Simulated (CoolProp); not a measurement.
A single-stage vapour-compression cycle with the fluid: evaporating at 200.15 K (dew point), condensing at 234.15 K (bubble point), superheat 5 K, subcooling 5 K, compressor efficiency 0.6, no pressure losses. The same conditions are run with several fluids, on thermodynamics alone (safety and materials aside).

Model: reference Helmholtz-energy equation of state of each fluid (CH3F (R41): Lemmon 2006; carbonyl sulfide: Lemmon 2006; R22: Kamei 1995; CH2F2 (R32): Tillner-Roth 1997; hydrogen chloride: Thol 2018; nitrous oxide: Lemmon 2006), in CoolProp.

```csv
fluid,cooling COP,pressure ratio,discharge temperature (K),refrigerating effect (kJ/kg),volumetric capacity (kJ/m³)
CH3F (R41),3.01,4.42,336.7,425,1200
carbonyl sulfide,3.07,5.39,348.6,?,319
R22,3.12,6.55,324.3,224,193
CH2F2 (R32),3.02,6.22,354.3,?,335
hydrogen chloride,2.95,4.15,368.2,386,1640
nitrous oxide,2.98,4.13,?,309,1960
```

### Question
Some entries are withheld; supply them.

### Answer

- carbonyl sulfide, refrigerating effect (kJ/kg): 293
- CH2F2 (R32), refrigerating effect (kJ/kg): 362
- nitrous oxide, discharge temperature (K): 330.7
